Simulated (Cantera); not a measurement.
Input: 1 mol Fe3O4, 2400 mol H2, 1.8 mol H2O, held at 1.00 bar.

Method: chemical equilibrium by Gibbs-energy minimisation in Cantera with the NASA 1993 tables (ideal gas, pure condensed phases). Candidate condensed phases: Fe, FeO, Fe(OH)2, Fe(OH)3, Fe2O3, Fe3O4, H2O; 12 gas species. Kinetics and transport are ignored.

### Question
Which condensed phases are stable at each of these points (T (K)): 673, 823, 973, 1123, 1273, 1423, 1573, 1723?

### Answer
| T (K) | condensed phases | Fe condensed (%) |
|---|---|---|
| 673 | Fe(α) | 100.0 |
| 823 | Fe(α) | 100.0 |
| 973 | Fe(α) | 100.0 |
| 1123 | Fe(α) | 100.0 |
| 1273 | Fe(γ) | 100.0 |
| 1423 | Fe(γ) | 100.0 |
| 1573 | Fe(γ) | 99.9 |
| 1723 | Fe(δ) | 99.3 |

From 673 K to 1123 K the condensed part is Fe(α). From 1273 K to 1573 K the condensed part is Fe(γ). At 1723 K the condensed part is Fe(δ).
